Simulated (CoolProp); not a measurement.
Model: reference Helmholtz-energy equation of state, Setzmann 1991, in CoolProp.

Problem. Give the vapour pressure (MPa), liquid cp (kJ/(kg K)), vapour Z, liquid viscosity (µPa s) of saturated methane at -115.15, -105.35 °C.

Solution. 
```
T (°C)   p (MPa)  liquid cp (kJ/(kg K))  vapour Z  liquid viscosity (µPa s)
-------  -------  ---------------------  --------  ------------------------
-115.15     1.47                   4.34     0.770                      49.9
-105.35     2.15                   4.97     0.697                      41.4
```

Viscosity comes from a separate model (Quiñones-Cisneros 2006).
